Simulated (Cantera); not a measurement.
**Si₂Cl₆ + Cl₂ + N₂ (silicon epitaxy and polysilicon growth)**

Input: 1 mol Si₂Cl₆, 0.0041 mol Cl₂, 190 mol N₂, at 1052 °C and 10000 Pa.

These are equilibrium values from Cantera (NASA tables, ideal gas, pure condensed phases), not measurements of a reactor. Candidate condensed phases: Si, Si₃N₄; 13 gas species. The feed counts by its element totals alone. N₂ is the only nitrogen source here; it is nearly inert below about 1500 K, so the nitride shown seldom forms there in practice. The tables' values for SiCl₃ are old estimates; treat these amounts as uncertain. Kinetics and transport are ignored.

```json
{
  "x(N₂)": "0.992",
  "x(SiCl₄)": "0.00706",
  "x(SiCl₃)": "0.000762",
  "x(SiCl₂)": "0.000447",
  "x(Cl)": "2.61e-6",
  "n(Si₃N₄(s))": "0.140 mol",
  "gas_amount": "191.3 mol",
  "log10 activity of Si(s) (absent)": "-3.35"
}
```
